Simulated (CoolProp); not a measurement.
Vapour-liquid equilibrium of dimethyl ether (1) + n-pentane (2) at 71.85 °C; x and y are mole fractions of (1).

The numbers come from the multi-fluid Helmholtz-energy mixture model, Wu 2011 and Thol 2019; pair parameters Bell 2016 in CoolProp.

```
x     bubble pressure, mixture model (MPa)  bubble pressure, Raoult's law (MPa)  y, mixture model  y, Raoult's law
----  ------------------------------------  -----------------------------------  ----------------  ---------------
0.05                                0.3471                               0.3771               ___            0.249
0.15                                0.4846                               0.5354             0.456            0.527
0.25                                   ___                               0.6937             0.640            0.678
0.35                                0.8557                               0.8519             0.750            0.773
0.45                                 1.046                                1.010               ___            0.838
0.55                                 1.219                                1.168             0.863            0.885
0.65                                 1.373                                1.327             0.896            0.921
0.75                                   ___                                1.485               ___            0.950
0.85                                   ___                                1.643             0.950            0.973
0.95                                 1.801                                1.802             0.981            0.992
```

### Question
Fill in the missing entries.

### Answer

- 0.05, y, mixture model: 0.172
- 0.25, bubble pressure, mixture model (MPa): 0.6617
- 0.45, y, mixture model: 0.818
- 0.75, bubble pressure, mixture model (MPa): 1.515
- 0.75, y, mixture model: 0.923
- 0.85, bubble pressure, mixture model (MPa): 1.654

The largest gap from Raoult's law is -9.5 % in bubble pressure, at x = 0.15. No azeotrope shows between x = 0.05 and 0.95.

Pair parameters are fitted to limited data, so mixtures are less certain than the pure fluids. The gap from Raoult's law changes sign with composition, which may be real or a fault of the pair parameters; it wasn't checked against measurements.
